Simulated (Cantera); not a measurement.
A closed system holds: 1 mol Fe2O3, 41 mol H2, 0.53 mol N2, at 5.00 mbar.

These are equilibrium values from Cantera (NASA tables, ideal gas, pure condensed phases), not measurements of a reactor. Candidate condensed phases: Fe, FeO, Fe(OH)2, Fe(OH)3, Fe2O3, Fe3O4, H2O; 27 gas species. Rates play no part. All values below are at 1650 °C.

Base state: H2 0.876, H2O 0.0695, Fe 0.0296, H 0.0125, N2 0.0123, OH 8.52e-5, FeO 3.87e-5 (mole fractions); condensed: Fe(l).

What changes in the equilibrium state with this change: pressure from 5.00 mbar to 0.120 bar?


```json
[
 {"species": "H2", "before": "0.876", "after": "0.911"},
 {"species": "H2O", "before": "0.0695", "after": "0.0720"},
 {"species": "N2", "before": "0.0123", "after": "0.0127"},
 {"species": "Fe", "before": "0.0296", "after": "0.00123"},
 {"species": "H", "before": "0.0125", "after": "0.00260"},
 {"species": "FeO", "before": "3.87e-5", "after": "1.60e-6"},
 {"species": "OH", "before": "8.52e-5", "after": "1.77e-5"},
 {"species": "Fe(l), mol", "before": "0.723", "after": "1.95"}
]
```
